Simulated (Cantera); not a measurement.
## SiCl4 + Cl2 + H2 (chlorosilane synthesis and conversion)

A closed system holds: 1 mol SiCl4, 2.9 mol Cl2, 18 mol H2, at 13300 Pa.

These are equilibrium values from Cantera (NASA tables, ideal gas, pure condensed phases), not measurements of a reactor. Candidate condensed phases: Si; 19 gas species. The tables' values for SiCl3 are old estimates; treat these amounts as uncertain. Equilibrium is a limit: real reactors are often held back by kinetics, nucleation or transport.

From 575 K to 1375 K nothing is condensed. The main Si-bearing gas is SiCl4 throughout.

```
T (K)  log p H2  log p HCl  log p SiCl4  log p SiCl2  log p SiCl3  log p SiHCl3  log p SiH2Cl2
-----  --------  ---------  -----------  -----------  -----------  ------------  -------------
575       -1.04      -1.45        -2.22         <-12       -12.01         -6.63         -12.38
675       -1.04      -1.45        -2.22         <-12        -9.62         -5.68         -10.36
775       -1.04      -1.45        -2.22       -11.35        -7.86         -4.99          -8.88
875       -1.04      -1.45        -2.22        -9.03        -6.50         -4.46          -7.75
975       -1.04      -1.45        -2.22        -7.20        -5.44         -4.05          -6.86
1075      -1.04      -1.45        -2.23        -5.72        -4.58         -3.73          -6.15
1175      -1.04      -1.45        -2.25        -4.53        -3.88         -3.47          -5.59
1275      -1.04      -1.44        -2.31        -3.58        -3.35         -3.31          -5.17
1375      -1.05      -1.41        -2.47        -2.92        -3.03         -3.31          -4.97
```
log p: log10 of the partial pressure in bar; nothing condenses.
